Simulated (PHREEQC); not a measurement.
Consider water at 25 °C with 0.062 mol/kgw HNO3 and 0.062 mol/kgw CuSO4. Closed to the air; pH follows from the charge balance.

Model: ion-association model, phreeqc.dat, run in PHREEQC.

Precipitation was switched off in this run.

Task: Predict the pH.

Result: pH 1.52.

Task: In which forms is Cu present?

Result: Cu+2 72 %, CuSO4 28 % of the Cu.
